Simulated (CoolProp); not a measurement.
Vapour-liquid equilibrium of acetone (1) + n-heptane (2) at 153.75 °C; x and y are mole fractions of (1).

The numbers come from the multi-fluid Helmholtz-energy mixture model, Lemmon 2006 and Span 2003; pair parameters Bell 2016 in CoolProp.

```json
[
 {"x": "0.05", "bubble pressure, mixture model (MPa)": "0.5047", "bubble pressure, Raoult's law (MPa)": "0.4461", "y, mixture model": "0.208", "y, Raoult's law": "0.138"},
 {"x": "0.15", "bubble pressure, mixture model (MPa)": "0.6724", "bubble pressure, Raoult's law (MPa)": "0.5285", "y, mixture model": "0.429", "y, Raoult's law": "0.349"},
 {"x": "0.25", "bubble pressure, mixture model (MPa)": "0.8039", "bubble pressure, Raoult's law (MPa)": "0.6109", "y, mixture model": "0.547", "y, Raoult's law": "0.503"},
 {"x": "0.35", "bubble pressure, mixture model (MPa)": "0.9073", "bubble pressure, Raoult's law (MPa)": "0.6933", "y, mixture model": "0.624", "y, Raoult's law": "0.620"},
 {"x": "0.45", "bubble pressure, mixture model (MPa)": "0.9899", "bubble pressure, Raoult's law (MPa)": "0.7757", "y, mixture model": "0.682", "y, Raoult's law": "0.713"},
 {"x": "0.55", "bubble pressure, mixture model (MPa)": "1.058", "bubble pressure, Raoult's law (MPa)": "0.8581", "y, mixture model": "0.730", "y, Raoult's law": "0.788"},
 {"x": "0.65", "bubble pressure, mixture model (MPa)": "1.115", "bubble pressure, Raoult's law (MPa)": "0.9404", "y, mixture model": "0.777", "y, Raoult's law": "0.849"},
 {"x": "0.75", "bubble pressure, mixture model (MPa)": "1.162", "bubble pressure, Raoult's law (MPa)": "1.023", "y, mixture model": "0.826", "y, Raoult's law": "0.901"},
 {"x": "0.85", "bubble pressure, mixture model (MPa)": "1.201", "bubble pressure, Raoult's law (MPa)": "1.105", "y, mixture model": "0.882", "y, Raoult's law": "0.945"},
 {"x": "0.95", "bubble pressure, mixture model (MPa)": "1.225", "bubble pressure, Raoult's law (MPa)": "1.188", "y, mixture model": "0.955", "y, Raoult's law": "0.983"}
]
```

The largest gap from Raoult's law is +31.6 % in bubble pressure, at x = 0.25. No azeotrope shows between x = 0.05 and 0.95.

The pair parameters rest on a limited set of measurements; away from them the model extrapolates.
